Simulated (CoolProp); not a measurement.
A single-stage vapour-compression cycle with carbonyl sulfide: evaporating at 224.15 K (dew point), condensing at 273.15 K (bubble point), superheat 8 K, subcooling 0 K, compressor efficiency 0.75, no pressure losses. Each further row changes one setting.

Computed with CoolProp (reference Helmholtz-energy equation of state, Lemmon 2006). It is a short technical equation, of lower accuracy than the large ones.

```
case                              cooling COP  pressure ratio  discharge temperature (K)  refrigerating effect (kJ/kg)  volumetric capacity (kJ/m³)
--------------------------------  -----------  --------------  -------------------------  ----------------------------  ---------------------------
as stated                                2.79            6.08                      368.7                           253                          865
evaporating temperature 229.15 K         3.24            4.87                          …                           256                         1080
condensing temperature 268.15 K          3.17               …                      356.0                           260                          887
subcooling 5 K                           2.86            6.08                      368.7                           260                          887
superheat 18 K                           2.74            6.08                      382.3                           260                          848
compressor efficiency 0.65               2.41            6.08                          …                           253                          865
```

**Question.** Complete the blanks.

**Answer.** 
- evaporating temperature 229.15 K, discharge temperature (K): 356.7
- condensing temperature 268.15 K, pressure ratio: 5.23
- compressor efficiency 0.65, discharge temperature (K): 386.6
